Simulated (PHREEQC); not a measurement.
## Hard or scaling water: an equilibrium model

A solution holds 0.0001 mol/kgw Ca(HCO3)2, 7.9e-05 mol/kgw CO2 and 0.28 mol/kgw NaCl, at 25 °C. Closed to the air; pH follows from the charge balance.

Equilibrium calculation in PHREEQC: ion-association model, phreeqc.dat.

```json
{
  "pH": "6.56",
  "ionic_strength": "0.280 mol/kgw",
  "activity_of_water": "0.990",
  "specific_conductance": "27000 µS/cm",
  "density": "1.008 g/cm³",
  "total_alkalinity": "0.200 meq/kg"
}
```

| species | molality | activity | log γ |
|---|---|---|---|
| Cl- | 0.280 | 0.193 | -0.161 |
| Na+ | 0.280 | 0.205 | -0.135 |
| HCO3- | 0.000185 | 0.000134 | -0.139 |
| Ca+2 | 9.99e-5 | 2.94e-5 | -0.531 |
| CO2 | 7.89e-5 | 8.42e-5 | 0.028 |
| NaHCO3 | 1.45e-5 | 1.55e-5 | 0.028 |
| H+ | 3.51e-7 | 2.76e-7 | -0.105 |
| NaCO3- | 1.19e-7 | 8.74e-8 | -0.134 |
| CO3-2 | 8.25e-8 | 2.29e-8 | -0.557 |
| CaHCO3+ | 6.83e-8 | 5.04e-8 | -0.132 |
| OH- | 5.35e-8 | 3.63e-8 | -0.168 |
| CaCO3 | 1.06e-9 | 1.13e-9 | 0.028 |

Precipitation was switched off in this run. Species that the database lacks are ignored.
